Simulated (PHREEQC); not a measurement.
Consider water at 25 °C with 0.24 mol/kgw ZnCl2, 0.023 mol/kgw Na2SO4 and 0.025 mol/kgw FeSO4. Closed to the air; pH follows from the charge balance.

Model: ion-association model, phreeqc.dat, run in PHREEQC.

```
quantity               before     after
-------------------  --------  --------
pH                       4.89      4.88
Cl- (mol/kgw)           0.416     0.674
SO4-2 (mol/kgw)        0.0184    0.0204
NaSO4- (mol/kgw)     0.000804  0.000808
HSO4- (mol/kgw)       5.55e-6   5.34e-6
SI of Halite (NaCl)     -3.64     -3.44
```

Q: Name the change that produced these shifts.
(A) Na2SO4 from 0.023 to 0.0046 mol/kgw
(B) diluted 5-fold with water
(C) FeSO4 from 0.025 to 0.0225 mol/kgw
(D) FeSO4 replaced by K2SO4 at the same molality
(E) 0.32 mol/kgw KCl added

A: E, 0.32 mol/kgw KCl added

This is a speciation only: nothing precipitates in the calculation. The ionic strength passes 0.7 mol/kgw, the rough limit of the ion-association models, in after.
